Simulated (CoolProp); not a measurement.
The fluid at 293.15 K and 2.21 MPa (liquid) is heated at constant pressure to 473.9 K. The same conditions are run with several fluids, on thermodynamics alone (safety and materials aside).

Model: reference Helmholtz-energy equation of state of each fluid (R404A: Lemmon 2003; R507A: Lemmon 2003; R125: Lemmon 2005; n-butane: Bücker 2006), in CoolProp. Blends and air are pseudo-pure fits.

**Question.** Rank R404A, R507A, R125, n-butane by heat (kJ/kg), highest first.

**Answer.** n-butane (712), R404A (338), R507A (333), R125 (289)

```csv
fluid,final density (kg/m³)
R404A,58.6
R507A,59.3
R125,71.6
n-butane,38.3
```
